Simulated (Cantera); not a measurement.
Feed: 1 mol Si2H6, 0.14 mol Cl2, 720 mol H2, held at 600 °C and 1.90 mbar.

Method: chemical equilibrium by Gibbs-energy minimisation in Cantera with the NASA 1993 tables (ideal gas, pure condensed phases). Candidate condensed phases: Si; 19 gas species. The feed counts by its element totals alone. Kinetics and transport are ignored.

Base state: H2 1.000, HCl 0.000386 (mole fractions); condensed: Si(s).

Problem. What changes in the equilibrium state with this change: Si2H6 replaced by Si2Cl6?

Solution. 
| species | before | after |
|---|---|---|
| H2 | 1.000 | 0.994 |
| HCl | 0.000386 | 0.00484 |
| SiCl4 | 2.79e-8 | 0.000697 |
| SiCl3 | 9.46e-9 | 1.88e-5 |
| SiHCl3 | 1.54e-7 | 0.000307 |
| Si(s), mol | 2.00 | 1.23 |
The tables' values for SiCl3 are old estimates; treat these amounts as uncertain.

Problem. What changes in the equilibrium state with this change: Si2H6 replaced by SiH2Cl2?

Solution. 
```
species       before    after
----------  --------  -------
H2             1.000    0.997
HCl         0.000386  0.00270
SiCl4        2.79e-8  6.66e-5
SiHCl3       1.54e-7  5.28e-5
Si(s), mol      2.00    0.902
```
